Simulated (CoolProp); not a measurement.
Computed with CoolProp (reference Helmholtz-energy equation of state, Lemmon 2006). It is a short technical equation, of lower accuracy than the large ones.

### Question
For acetone, give the phase and the cv (kJ/(kg K)) at 247.05 °C and 0.123 MPa; 27.35 °C and 9.81 MPa.

### Answer
- 247.05 °C and 0.123 MPa: gas; cv 1.78
- 27.35 °C and 9.81 MPa: liquid; cv 1.55
